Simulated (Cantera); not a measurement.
Cantera run:

```python
import numpy as np
import cantera as ct

gas_names = """
    H HNO HNO2 HNO3 HO2 H2 H2O H2O2 N NH NH2 NH3 NH2OH NO NO2 NO3 N2 N2H2 N2H4 N2O O OH O2 O3 Si SiH
    SiH2 SiH3 SiH4 SiN SiO SiO2 Si2 Si2N Si3
""".split()
cond_names = """
    H2O(s) H2O(L) Si(cr) Si(L) SiO2(Lqz) SiO2(hqz) SiO2(L) Si2N2O(s) Si3N4(a)
""".split()


# ... load() reads the species with a 1 bar reference pressure and builds the phases ...
atoms = {
    'Si3N4': {'Si': 3, 'N': 4},
    'O2': {'O': 2},
    'H2': {'H': 2},
}
top_T = {'Si2N2O(s)': 2100, 'Si3N4(a)': 2400}  # K; cautious upper limits of use, not melting points


# ... equilibrate(T, P, feed) seeds the gas with the atoms and calls Mixture.equilibrate('TP', solver="vcs", rtol=1e-11, max_steps=5000) ...
results = []
feed = {'Si3N4': 1, 'O2': 0.035, 'H2': 34}  # mol
P = 13332.2  # Pa
for T in [1223, 1323, 1423, 1523, 1623, 1723, 1823, 1923]:
    mix = equilibrate(T, P, feed)
    results.append((T, P, feed, dict(zip(mix.species_names, mix.species_moles))))
    x = sorted(zip(gas.X, gas.species_names), reverse=True)
    print(f"T = {T:g} K  P = {P:g} Pa  gas = {mix.phase_moles(0):.4g} mol")
    print("   x: " + "  ".join(f"{s} {v:.3e}" for v, s in x if v > 0.001))
    print("   condensed (mol): " + ("  ".join(f"{mix.phase(i).name} {mix.phase_moles(i):.4g}"
          for i in range(1, mix.n_phases) if mix.phase_moles(i) > 1e-12) or "none"))
```

Result:

```
T = 1223 K  P = 13332.2 Pa  gas = 34.02 mol
   x: H2 9.993e-01
   condensed (mol): Si2N2O(s) 0.07  Si3N4(a) 0.9533
T = 1323 K  P = 13332.2 Pa  gas = 34.02 mol
   x: H2 9.993e-01
   condensed (mol): Si2N2O(s) 0.07  Si3N4(a) 0.9533
T = 1423 K  P = 13332.2 Pa  gas = 34.02 mol
   x: H2 9.993e-01
   condensed (mol): Si2N2O(s) 0.06999  Si3N4(a) 0.9533
T = 1523 K  P = 13332.2 Pa  gas = 34.02 mol
   x: H2 9.992e-01
   condensed (mol): Si2N2O(s) 0.06964  Si3N4(a) 0.9534
T = 1623 K  P = 13332.2 Pa  gas = 34.12 mol
   x: H2 9.964e-01  N2 3.316e-03
   condensed (mol): Si(cr) 0.1327  Si2N2O(s) 0.06651  Si3N4(a) 0.9102
T = 1723 K  P = 13332.2 Pa  gas = 34.65 mol
   x: H2 9.810e-01  N2 1.774e-02
   condensed (mol): Si(L) 0.8742  Si2N2O(s) 0.04607  Si3N4(a) 0.6696
T = 1823 K  P = 13332.2 Pa  gas = 36.09 mol
   x: H2 9.414e-01  N2 5.541e-02  SiO 1.939e-03  H 1.151e-03
   condensed (mol): Si(L) 2.927
T = 1923 K  P = 13332.2 Pa  gas = 36.12 mol
   x: H2 9.400e-01  N2 5.537e-02  H 2.501e-03  SiO 1.938e-03
   condensed (mol): Si(L) 2.921
```

These are equilibrium values from Cantera (NASA tables, ideal gas, pure condensed phases), not measurements of a reactor. Mutual solubility and eutectic melting of coexisting phases are not modelled. Gases not in the tables: Si2H6 and higher silanes.
